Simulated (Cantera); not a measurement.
Input: 1 mol Si₃N₄, 0.016 mol CO₂, 2 mol H₂, at 1425 K and 0.870 bar.

Method: chemical equilibrium by Gibbs-energy minimisation in Cantera with the NASA 1993 tables (ideal gas, pure condensed phases). Candidate condensed phases: C, C₆H₆, C₇H₈, C₈H₁₈, H₂O, Si, SiC, SiO₂, Si₂N₂O, Si₃N₄; 151 gas species. Mutual solubility and eutectic melting of coexisting phases are not modelled. The numbers say what is thermodynamically allowed, not how fast it happens.

Base state: H₂ 0.989, N₂ 0.00953, CH₄ 0.00151, HCN 2.78e-5 (mole fractions); condensed: SiC(s) + Si₂N₂O(s) + Si₃N₄(s).

### Question
What changes in the equilibrium state with this change: CO₂ from 0.016 to 0.93 mol?

### Answer
```tsv
species	before	after
H₂	0.989	0.697
N₂	0.00953	0.175
CO	2.46e-6	0.126
CO₂	<1e-9	1.84e-5
H₂O	1.36e-8	0.000232
SiC(s), mol	0.0129	0
Si₂N₂O(s), mol	0.0320	1.50
Si₃N₄(s), mol	0.974	0
C(graphite), mol	0	0.566
```

### Question
What changes in the equilibrium state with this change: temperature from 1425 K to 1500 K?

### Answer
```csv
species,before,after
H₂,0.989,0.989
N₂,0.00953,0.0102
CH₄,0.00151,0.000521
H,7.27e-6,1.88e-5
HCN,2.78e-5,2.53e-5
"SiC(s), mol",0.0129,0.0149
"Si₂N₂O(s), mol",0.0320,0.0320
"Si₃N₄(s), mol",0.974,0.974
```
